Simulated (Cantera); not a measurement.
What does this Cantera script print?

```python
import numpy as np
import cantera as ct

gas = ct.Solution("gri30.yaml")
gas.TPX = 2000, 1400, {'CH4': 1, 'N2': 16}
reactor = ct.IdealGasConstPressureReactor(gas, energy="off", clone=False)
net = ct.ReactorNet([reactor])
net.rtol, net.atol = 1e-08, 1e-18
show = ['CH4', 'CH3', 'CH2', 'C2H4', 'H', 'HCN']
times = np.geomspace(9e-06, 60, 13)

steps = ct.SolutionArray(gas, extra=["t"])
rows = []
print(f"{'t/s':>10s}{'T/K':>9s}{'P/Pa':>11s}" + "".join(f"{s:>11s}" for s in show))
for t in times:
    while net.time < t:
        t_next = net.step()
        steps.append(gas.state, t=t_next)
    rows.append([np.interp(t, steps.t, y) for y in (steps.T, steps.P, *steps(*show).X.T)])
    print(f"{t:10.3e}{rows[-1][0]:9.1f}{rows[-1][1]:11.4g}" + "".join(f"{x:11.3e}" for x in rows[-1][2:]))
rate = np.gradient(steps.T, steps.t)
print("integrator steps:", len(steps.t))
if steps.T.max() > steps.T[0] + 200:
    print(f"time of steepest temperature rise: {steps.t[rate.argmax()]:.4e} s")
gas.TPX = 2000, 1400, {'CH4': 1, 'N2': 16}
gas.equilibrate("TP")
print(f"equilibrium (TP): T = {gas.T:.1f} K  " + "  ".join(f"{s} {gas[s].X[0]:.3e}" for s in show))
```

It prints:

```
       t/s      T/K       P/Pa        CH4        CH3        CH2       C2H4          H        HCN
 9.000e-06   2000.0       1400  5.882e-02  4.494e-06  1.386e-11  1.557e-12  3.080e-06  4.965e-15
 3.334e-05   2000.0       1400  5.880e-02  2.102e-05  6.303e-10  1.208e-10  7.031e-06  1.338e-13
 1.235e-04   2000.0       1400  5.873e-02  9.494e-05  1.488e-08  1.729e-08  8.831e-06  2.975e-12
 4.573e-04   2000.0       1400  5.843e-02  3.734e-04  1.858e-07  1.505e-06  9.302e-06  6.948e-11
 1.694e-03   2000.0       1400  5.721e-02  1.372e-03  1.858e-06  8.244e-05  1.652e-05  2.750e-09
 6.274e-03   2000.0       1400  4.703e-02  3.874e-03  1.285e-05  2.166e-03  1.200e-04  3.083e-07
 2.324e-02   2000.0       1400  1.360e-02  2.038e-03  1.445e-05  6.278e-04  5.255e-04  1.135e-05
 8.607e-02   2000.0       1400  1.750e-03  4.142e-04  5.892e-06  1.894e-05  9.778e-04  5.163e-05
 3.188e-01   2000.0       1400  1.169e-04  4.785e-05  1.265e-06  4.834e-07  1.711e-03  1.365e-04
 1.181e+00   2000.0       1400  1.559e-06  1.058e-06  4.702e-08  2.353e-07  2.821e-03  2.043e-04
 4.374e+00   2000.0       1400  1.432e-07  1.344e-07  8.298e-09  2.114e-07  3.873e-03  2.085e-04
 1.620e+01   2000.0       1400  1.338e-07  1.280e-07  8.053e-09  2.100e-07  3.946e-03  2.174e-04
 6.000e+01   2000.0       1400  1.428e-07  1.366e-07  8.591e-09  2.099e-07  3.946e-03  2.500e-04
integrator steps: 1677
equilibrium (TP): T = 2000.0 K  CH4 3.504e-07  CH3 3.352e-07  CH2 2.109e-08  C2H4 3.837e-08  H 3.946e-03  HCN 4.531e-02
```

Computed with Cantera and GRI-Mech 3.0 (53 species, 325 reactions). GRI-Mech 3.0 stops at C3 and has no aromatics, soot or wall deposition, so with more carbon than oxygen in the feed, carbon stays in small species such as C2H2 where larger ones or solid carbon would form. Radical loss at walls, strong at low pressure, is not modelled.
